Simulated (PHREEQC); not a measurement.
Make-up at 20 °C: 0.014 mol HCl, 0.087 mol AlCl3 and 5.5e-05 mol MnSO4 per kg of water. Closed to the air; pH follows from the charge balance.

The numbers come from PHREEQC with the ion-association model, phreeqc.dat.

| quantity | before | after |
|---|---|---|
| pH | 1.97 | 1.96 |
| SO4-2 (mol/kgw) | 6.73e-6 | 2.18e-5 |
| HSO4- (mol/kgw) | 1.72e-6 | 7.46e-6 |
| MnCl2 (mol/kgw) | 5.30e-7 | 3.81e-7 |
| MnCl3- (mol/kgw) | 4.33e-8 | 2.03e-8 |
| MnSO4 (mol/kgw) | 2.06e-9 | 1.16e-8 |

Problem. What was changed between the two runs?
A. HCl from 0.014 to 0.0014 mol/kgw
B. temperature from 20 to 50 °C
C. HCl left out
D. AlCl3 replaced by SrCl2 at the same molality

Solution. D, AlCl3 replaced by SrCl2 at the same molality

This is a speciation only: nothing precipitates in the calculation.
